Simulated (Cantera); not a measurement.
Cantera run, input and output.

```python
import numpy as np
import cantera as ct

gas = ct.Solution("gri30.yaml")
gas.TPX = 700, 500000, {'C3H8': 1, 'O2': 2.94, 'N2': 9.12}
inlet = ct.Reservoir(gas, clone=True)
gas.equilibrate("HP")  # start burning
reactor = ct.IdealGasConstPressureReactor(gas, energy="on", clone=False)
exhaust = ct.Reservoir(gas, clone=True)
tau = [0.2, 0.068, 0.023, 0.0078, 0.0026, 0.00089, 0.0003, 0.0001, 3.4e-05, 1.2e-05, 3.9e-06][0]
for a, b in ((inlet, reactor), (reactor, exhaust)):
    ct.MassFlowController(a, b, mdot=lambda t: reactor.mass / tau)
net = ct.ReactorNet([reactor])
show = ['C3H8', 'O2', 'CH4', 'C2H4', 'C2H6', 'NO', 'C2H2']

rows = []
print(f"{'tau/s':>10s}{'T/K':>9s}" + "".join(f"{s:>11s}" for s in show))
for tau in [0.2, 0.068, 0.023, 0.0078, 0.0026, 0.00089, 0.0003, 0.0001, 3.4e-05, 1.2e-05, 3.9e-06]:
    net.initial_time = 0.0
    net.advance(30 * tau)
    before = gas.X
    net.advance(40 * tau)
    drift = np.max(np.abs(gas.X - before) / (gas.X + 1e-9))
    rows.append([gas.T, *gas[show].X, drift])
    print(f"{tau:10.3e}{gas.T:9.1f}" + "".join(f"{x:11.3e}" for x in gas[show].X))
```

Result:

```
     tau/s      T/K       C3H8         O2        CH4       C2H4       C2H6         NO       C2H2
 2.000e-01   2271.1  4.684e-08  8.580e-06  3.404e-05  3.279e-07  1.875e-09  7.076e-05  3.374e-05
 6.800e-02   2270.4  1.336e-07  2.154e-05  8.530e-05  9.215e-07  6.194e-09  1.061e-04  9.004e-05
 2.300e-02   2269.6  3.806e-07  5.672e-05  2.044e-04  2.626e-06  2.303e-08  1.521e-04  2.380e-04
 7.800e-03   2269.1  1.076e-06  1.514e-04  4.581e-04  7.640e-06  9.376e-08  1.939e-04  6.166e-04
 2.600e-03   2268.2  3.054e-06  4.044e-04  9.119e-04  2.255e-05  3.768e-07  2.122e-04  1.485e-03
 8.900e-04   2264.0  8.308e-06  1.015e-03  1.513e-03  6.180e-05  1.270e-06  1.970e-04  2.957e-03
 3.000e-04   2249.8  2.290e-05  2.492e-03  2.231e-03  1.644e-04  3.909e-06  1.509e-04  4.987e-03
 1.000e-04   2209.6  6.816e-05  6.290e-03  3.245e-03  4.627e-04  1.302e-05  8.548e-05  7.499e-03
 3.400e-05   2067.5  3.090e-04  2.034e-02  6.120e-03  2.038e-03  8.907e-05  1.744e-05  1.097e-02
 1.200e-05    700.0  7.657e-02  2.251e-01 -9.451e-17  2.147e-15 -2.671e-17 -6.663e-20 -6.585e-17
 3.900e-06    700.0  7.657e-02  2.251e-01  8.508e-19  2.571e-16  2.628e-22  6.555e-25  6.479e-22
```

Computed with Cantera and GRI-Mech 3.0 (53 species, 325 reactions). GRI-Mech 3.0 was tuned for natural gas; its chemistry of propane as a main component is partial and can be far from experiment.
